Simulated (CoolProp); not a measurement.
Vapour-liquid equilibrium of R22 (1) + R134a (2) at 215 K; x and y are mole fractions of (1).

Computed with CoolProp (multi-fluid Helmholtz-energy mixture model, Kamei 1995 and Tillner-Roth 1994; pair parameters Bell 2016).

Question: Give the bubble pressure and the first vapour's composition at x = 0.35, 0.5, 0.95. Is there an azeotrope?

Answer: x = 0.35: 0.2785 bar, y = 0.567; x = 0.5: 0.3134 bar, y = 0.695; x = 0.95: 0.4066 bar, y = 0.973. No azeotrope shows between x = 0.05 and 0.95.

The pair parameters rest on a limited set of measurements; away from them the model extrapolates.
